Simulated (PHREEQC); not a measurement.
PHREEQC input (ion-association model, wateq4f.dat):

```
SOLUTION_MASTER_SPECIES
  An  An-  0  An  62.0  # stands for a non-complexing anion
SOLUTION_SPECIES
  An- = An-
    -log_k 0
    -gamma 3.0 0
PHASES
  Fix_H+
    H+ = H+
    -log_k 0
SOLUTION 1
  temp 25
  units mmol/kgw
  pH 7 charge
  Na 50
  An 50
END
SELECTED_OUTPUT 1
  -reset false
  -pH true
  -pe true
  -ionic_strength true
  -water true
  -totals Na
  -molalities Hfo_wOH Hfo_wOH2+ Hfo_wO- Hfo_sOH Hfo_sOH2+ Hfo_sO-
USER_PUNCH 1
  -headings sigma psi
  10 PUNCH EDL("sigma", "Hfo"), EDL("psi", "Hfo")
PRINT
  -reset false
USE solution 1
SURFACE 1
  Hfo_wOH 0.00314607 600 1.4
  Hfo_sOH 7.86517e-05
EQUILIBRIUM_PHASES 1
  Fix_H+ -4 HAn 10
    -force_equality true
  O2(g) -0.68 10
END
# ... the last block is repeated for the other 12 points of pH, with NaOH or the acid as the point needs
```

Selected output (columns that matter, 13 of 13 rows; pH added in front):

```
pH	mu	Na	m_Hfo_wOH	m_Hfo_wOH2+	m_Hfo_wO-	m_Hfo_sOH	m_Hfo_sOH2+	m_Hfo_sO-	sigma	psi
4	0.051401	0.05	0.00063468	0.0025077	3.6799e-06	1.5867e-05	6.2693e-05	9.1997e-08	0.29484	0.15932
4.5	0.051079	0.05	0.0010873	0.0020455	1.3242e-05	2.7184e-05	5.1137e-05	3.3104e-07	0.23929	0.14881
5	0.050801	0.05	0.0015367	0.001575	3.4349e-05	3.8418e-05	3.9375e-05	8.5872e-07	0.1814	0.13484
5.5	0.050571	0.05	0.0018992	0.0011767	7.0225e-05	4.748e-05	2.9416e-05	1.7556e-06	0.13028	0.11819
6	0.050389	0.05	0.0021484	0.00087717	0.00012054	5.3709e-05	2.1929e-05	3.0135e-06	0.08909	0.099324
6.5	0.050251	0.05	0.0022961	0.0006696	0.00018037	5.7402e-05	1.674e-05	4.5092e-06	0.057605	0.078392
7	0.050149	0.05	0.0023715	0.0005327	0.00024186	5.9288e-05	1.3317e-05	6.0466e-06	0.034244	0.055521
7.5	0.050073	0.05	0.0024043	0.00044246	0.0002993	6.0108e-05	1.1061e-05	7.4825e-06	0.016856	0.031064
8	0.050013	0.05	0.0024147	0.00037795	0.00035342	6.0367e-05	9.4488e-06	8.8355e-06	0.0028883	0.0056452
8.5	0.050049	0.050095	0.0024109	0.00032321	0.00041197	6.0272e-05	8.0803e-06	1.0299e-05	-0.010451	-0.019954
9	0.050125	0.050238	0.0023897	0.00026775	0.0004886	5.9743e-05	6.6938e-06	1.2215e-05	-0.026004	-0.044923
9.5	0.050241	0.050443	0.0023362	0.00020764	0.00060218	5.8406e-05	5.1909e-06	1.5054e-05	-0.046456	-0.068549
10	0.050445	0.050768	0.002224	0.00014602	0.00077602	5.56e-05	3.6504e-06	1.94e-05	-0.074181	-0.090347
```
